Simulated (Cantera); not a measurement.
## Transport properties of process gases

Gas mixture: 100 % N₂, at 130000 Pa, frozen composition.

Cantera's kinetic-theory transport with the Lennard-Jones parameters of GRI-Mech 3.0, ideal gas; thermal conductivity in the multicomponent form.

| T (K) | ρ (kg/m³) | cp (J/kg/K) | μ (µPa s) | λ (mW/m/K) | Pr | D (cm²/s) N₂ | D (cm²/s) OH | D (cm²/s) O |
|---|---|---|---|---|---|---|---|---|
| 400 | 1.10 | 1047 | 22.3 | 32.9 | 0.710 | 0.000 | 0.408 | 0.416 |
| 600 | 0.730 | 1074 | 29.6 | 45.0 | 0.706 | 0.000 | 0.812 | 0.828 |
| 800 | 0.548 | 1121 | 35.8 | 56.9 | 0.706 | 0.000 | 1.32 | 1.34 |
| 1000 | 0.438 | 1169 | 41.5 | 68.8 | 0.706 | 0.000 | 1.91 | 1.95 |
| 1200 | 0.365 | 1203 | 46.7 | 79.7 | 0.706 | 0.000 | 2.58 | 2.63 |
| 1400 | 0.313 | 1231 | 51.6 | 90.1 | 0.706 | 0.000 | 3.34 | 3.40 |
| 1600 | 0.274 | 1253 | 56.3 | 100 | 0.705 | 0.000 | 4.16 | 4.25 |
D: mixture-averaged diffusion coefficient of that species in the mixture.
